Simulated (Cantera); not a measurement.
Input (Python, Cantera):

```python
import numpy as np
import cantera as ct

gas = ct.Solution("gri30.yaml")
gas.TPX = 700, 47000, {'CH4': 1, 'O2': 2.25, 'N2': 6.29, 'CO2': 0.037}
flame = ct.FreeFlame(gas, width=0.068)
flame.set_refine_criteria(ratio=3, slope=0.08, curve=0.16)
flame.transport_model = "mixture-averaged"
flame.solve(loglevel=0, auto=True)
z, T = flame.grid, flame.T
thick = (T[-1] - T[0]) / np.gradient(T, z).max()
show = ['CH4', 'O2', 'CH2CO', 'C2H6', 'CO2', 'NO']
print(f"laminar burning velocity  {flame.velocity[0] * 100:.3f} cm/s")
print(f"burnt temperature         {T[-1]:.1f} K")
print(f"thermal thickness         {thick * 1e3:.4f} mm")
print(f"grid points               {len(z)}")
z0 = z[flame.heat_release_rate.argmax()]
print(f"{'z/mm':>9s}{'T/K':>9s}{'u/(m/s)':>9s}" + "".join(f"{s:>11s}" for s in show))
rows = []
for k in (-3, -2, -1.5, -1, -0.5, -0.25, 0, 0.25, 0.5, 1, 2, 4, 8):
    zz = z0 + k * thick
    rows.append([k * thick, np.interp(zz, z, T), np.interp(zz, z, flame.velocity),
                 *(np.interp(zz, z, flame.X[gas.species_index(s)]) for s in show)])
    print(f"{rows[-1][0] * 1e3:9.3f}{rows[-1][1]:9.1f}{rows[-1][2]:9.3f}" + "".join(f"{x:11.3e}" for x in rows[-1][3:]))
```

It prints:

```
laminar burning velocity  271.237 cm/s
burnt temperature         2482.6 K
thermal thickness         0.4752 mm
grid points               166
     z/mm      T/K  u/(m/s)        CH4         O2      CH2CO       C2H6        CO2         NO
   -1.426    700.0    2.714  1.043e-01  2.348e-01  5.056e-11  2.119e-08  3.861e-03  3.648e-11
   -0.950    700.7    2.721  1.041e-01  2.343e-01  1.611e-09  5.815e-07  3.855e-03  6.578e-10
   -0.713    704.5    2.742  1.035e-01  2.335e-01  1.944e-08  5.692e-06  3.850e-03  4.908e-09
   -0.475    741.3    2.903  1.002e-01  2.300e-01  5.230e-07  8.594e-05  3.912e-03  6.096e-08
   -0.238   1068.5    4.258  7.527e-02  2.014e-01  2.408e-05  1.002e-03  5.933e-03  8.944e-07
   -0.119   1473.7    5.961  4.216e-02  1.577e-01  1.024e-04  8.311e-04  1.108e-02  2.651e-06
    0.000   1864.7    7.637  1.165e-02  1.053e-01  1.354e-04  7.791e-05  2.073e-02  6.368e-06
    0.119   2038.0    8.383  1.351e-03  7.148e-02  4.111e-05  7.236e-07  3.257e-02  1.140e-05
    0.238   2078.9    8.543  8.630e-05  5.728e-02  4.441e-06  1.852e-09  4.315e-02  1.526e-05
    0.475   2110.7    8.631  3.027e-07  4.932e-02  2.813e-08  3.376e-14  5.638e-02  1.989e-05
    0.950   2153.3    8.761  7.369e-11  4.589e-02  1.525e-11  5.157e-20  6.520e-02  2.744e-05
    1.901   2212.6    8.960  7.108e-15  4.387e-02  3.516e-15  8.945e-25  6.893e-02  4.414e-05
    3.801   2292.9    9.232  3.932e-17  4.165e-02  3.511e-19  7.600e-30  7.230e-02  8.341e-05
```

Model: GRI-Mech 3.0 (53 species, 325 reactions), integrated in Cantera. Burning velocities carry a grid error of a few per cent, more on coarse grids.
